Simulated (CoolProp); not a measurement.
Model: reference Helmholtz-energy equation of state, Thol 2018, in CoolProp.

For hydrogen chloride, give the phase and the density (kg/m³), Joule-Thomson coefficient (K/MPa), expansivity (1/kK) at 292.15 °C and 5.52 MPa.


- 292.15 °C and 5.52 MPa: gas; density 44.5, Joule-Thomson coefficient 4.05, expansivity 2.05
